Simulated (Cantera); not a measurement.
Input (Python, Cantera) and output of one run.

```python
import numpy as np
import cantera as ct

gas_names = """
    Fe H H2 N NH NH2 NH3 N2 N2H2 N2H4
""".split()
cond_names = """
    Fe(a) Fe(c) Fe(d) Fe(L)
""".split()


# ... load() reads the species with a 1 bar reference pressure and builds the phases ...
atoms = {
    'Fe': {'Fe': 1},
    'NH3': {'N': 1, 'H': 3},
    'N2': {'N': 2},
}
top_T = {}  # K; cautious upper limits of use, not melting points


# ... equilibrate(T, P, feed) seeds the gas with the atoms and calls Mixture.equilibrate('TP', solver="vcs", rtol=1e-11, max_steps=5000) ...
results = []
feed = {'Fe': 1, 'NH3': 0.37, 'N2': 1.1}  # mol
T = 975  # K
P = 750000  # Pa
mix = equilibrate(T, P, feed)
results.append((T, P, feed, dict(zip(mix.species_names, mix.species_moles))))
print(gas.report(threshold=0.001))
for i in range(1, mix.n_phases):
    print(f"{mix.phase(i).name:16s} {mix.phase_moles(i):12.5e} mol")
```

It prints:

```
       temperature   975 K
          pressure   7.5e+05 Pa
           density   1.8676 kg/m^3
  mean mol. weight   20.187 kg/kmol
   phase of matter   gas

                          1 kg             1 kmol
                     ---------------   ---------------
          enthalpy         1.011e+06        2.0408e+07  J
   internal energy         6.094e+05        1.2302e+07  J
           entropy            9765.4        1.9713e+05  J/K
    Gibbs function       -8.5102e+06       -1.7179e+08  J
 heat capacity c_p            1577.9             31853  J/K
 heat capacity c_v              1166             23538  J/K

                      mass frac. Y      mole frac. X     chem. pot. / RT
                     ---------------   ---------------   ---------------
                H2          0.030038           0.30078           -16.629
                N2           0.96936           0.69851           -23.141
     [   +8 minor]        0.00060185        0.00071337

Fe(a)             1.00000e+00 mol
```

Equilibrium computed with Cantera from the NASA thermochemical tables; the gas is ideal and each condensed phase is pure.
